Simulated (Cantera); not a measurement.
# Pyrogenic steam for wet oxidation

An isothermal, constant-pressure homogeneous reactor starts with 5.66 % H2, 31.4 % O2, 62.9 % N2, at 1300 K and 0.840 bar.

Model: the H2/O2 subset of GRI-Mech 3.0, which has no nitrogen chemistry, integrated in Cantera. The temperature is held fixed by assumption; the heat of reaction is taken as removed at once.

```tsv
t (s)	x H2	x O2	x O	x OH	x H	x H2O
9.00e-6	0.0566	0.314	2.00e-7	1.41e-7	2.20e-7	4.01e-7
2.85e-5	0.0552	0.314	0.000415	0.000300	0.000449	0.000975
9.00e-5	0.000882	0.291	0.00415	0.00193	0.000934	0.0557
0.000285	7.16e-5	0.294	0.000324	0.000492	1.84e-5	0.0579
0.000900	7.01e-6	0.294	3.68e-5	0.000171	7.18e-7	0.0582
0.00285	8.52e-7	0.294	6.45e-6	7.23e-5	5.23e-8	0.0582
0.00900	1.57e-7	0.294	1.51e-6	3.49e-5	5.89e-9	0.0582
0.0285	4.01e-8	0.294	4.24e-7	1.84e-5	8.82e-10	0.0582
0.0900	1.44e-8	0.294	1.54e-7	1.11e-5	2.04e-10	0.0582
0.285	1.03e-8	0.294	1.07e-7	9.18e-6	1.25e-10	0.0582
0.900	1.02e-8	0.294	1.05e-7	9.14e-6	1.23e-10	0.0582
2.85	1.02e-8	0.294	1.05e-7	9.14e-6	1.23e-10	0.0582
9.00	1.02e-8	0.294	1.05e-7	9.14e-6	1.23e-10	0.0582
```
x: mole fraction; the columns are a selection and need not sum to one.

Equilibrium at this temperature and pressure: H2 1.02e-8, O2 0.294, O 1.05e-7, OH 9.14e-6, H 1.23e-10, H2O 0.0582 (gas phase only).
